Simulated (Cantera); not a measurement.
Feed: 1 mol borazine, 0.33 mol O2, 0.013 mol H2O, equilibrated at 4300 Pa.

Cantera equilibrium calculation (NASA polynomials, part measured and part estimated; ideal gas, pure solids and liquids). Candidate condensed phases: B, BN, B2O3, B3O3H3, H2O; 39 gas species. The feed counts by its element totals alone. Mutual solubility and eutectic melting of coexisting phases are not modelled. The numbers say what is thermodynamically allowed, not how fast it happens.

Problem. Which condensed phases are stable at each of these points (T (°C)): 977, 1127, 1277, 1427, 1577, 1727, 1877, 2027?

Solution. 
| T (°C) | condensed phases | B condensed (%) |
|---|---|---|
| 977 | BN(s) + B2O3(l) | 100.0 |
| 1127 | BN(s) + B2O3(l) | 99.8 |
| 1277 | BN(s) + B2O3(l) | 98.6 |
| 1427 | BN(s) + B2O3(l) | 90.2 |
| 1577 | BN(s) | 81.4 |
| 1727 | BN(s) | 78.8 |
| 1877 | BN(s) | 77.7 |
| 2027 | B(s) + BN(s) | 77.2 |

From 977 °C to 1427 °C the condensed part is BN(s) + B2O3(l). From 1577 °C to 1877 °C the condensed part is BN(s). At 2027 °C the condensed part is B(s) + BN(s).
